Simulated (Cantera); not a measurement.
# Silicon etching in halogen gases: Si + Br₂ + N₂ + HBr

Charge: 1 mol Si, 9.4 mol Br₂, 36 mol N₂, 19 mol HBr, at 1150 K.

Equilibrium computed with Cantera from the NASA thermochemical tables; the gas is ideal and each condensed phase is pure. Candidate condensed phases: Br₂, Si, Si₃N₄; 28 gas species. The tables' values for SiBr₃ are old estimates; treat these amounts as uncertain. Equilibrium is a limit: real reactors are often held back by kinetics, nucleation or transport.

```csv
P (Pa),x N₂,x HBr,x Br,x Br₂,x SiBr₄
1,0.507,0.267,0.211,0.000619,0.0126
4.20,0.510,0.269,0.205,0.00246,0.0140
18,0.513,0.271,0.192,0.00931,0.0142
75,0.522,0.276,0.161,0.0270,0.0145
320,0.536,0.283,0.111,0.0549,0.0149
1300,0.549,0.290,0.0663,0.0797,0.0152
5600,0.558,0.294,0.0352,0.0970,0.0155
24000,0.563,0.297,0.0178,0.107,0.0156
100000,0.565,0.298,0.00895,0.112,0.0157
```
x: gas mole fraction; nothing condenses.

From 1.00e-5 bar to 1.00 bar nothing is condensed. The main Si-bearing gas is SiBr₄ throughout.
